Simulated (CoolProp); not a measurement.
Vapour-liquid equilibrium of carbon dioxide (1) + cyclopentane (2) at 2.95 °C; x and y are mole fractions of (1).

Computed with CoolProp (multi-fluid Helmholtz-energy mixture model, Span 1996 and Gedanitz 2015; pair parameters Bell 2016).

Task: Give the bubble pressure and the first vapour's composition at x = 0.2, 0.8, 0.95. Is there an azeotrope?

Result: x = 0.2: 1.294 MPa, y = 0.985; x = 0.8: 2.987 MPa, y = 0.993; x = 0.95: 3.503 MPa, y = 0.997. No azeotrope shows between x = 0.05 and 0.95.

Pair parameters are fitted to limited data, so mixtures are less certain than the pure fluids. The gap from Raoult's law changes sign with composition, which may be real or a fault of the pair parameters; it wasn't checked against measurements. With so large a gap from Raoult's law the liquid may split in two, which this calculation doesn't test in full.
